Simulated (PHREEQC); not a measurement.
Consider water at 37 °C and 100 atm with 0.052 mol/kgw CuSO4, 0.0015 mol/kgw HBF4 and 0.0022 mol/kgw Na2SO4. Closed to the air; pH follows from the charge balance.

Model: ion-association model, phreeqc.dat, run in PHREEQC.

Each row changes one thing in this solution. Precipitation was switched off in this run.

| case | pH | ionic strength (mol/kgw) | SO4-2 (mol/kgw) | Na+ (mol/kgw) | HSO4- (mol/kgw) | NaSO4- (mol/kgw) |
|---|---|---|---|---|---|---|
| as made | 3.03 | 0.124 | 0.0303 | 0.00417 | 0.00145 | 0.000232 |
| Na2SO4 from 0.0022 to 0.022 mol/kgw | 3.09 | 0.168 | 0.0447 | 0.0410 | 0.00173 | 0.00302 |
| HBF4 left out | 4.49 | 0.123 | 0.0312 | 0.00416 | 5.18e-5 | 0.000239 |
| HBF4 from 0.0015 to 0.003 mol/kgw | 2.85 | 0.125 | 0.0298 | 0.00417 | 0.00217 | 0.000228 |
| temperature from 37 to 40 °C | 3.05 | 0.124 | 0.0302 | 0.00416 | 0.00150 | 0.000234 |

Under pressure, the constants of complexes without a molar volume in the database are unreliable. Constants without temperature data keep their 25 °C values here. Real BF4- forms and hydrolyses slowly; the run takes it at equilibrium.
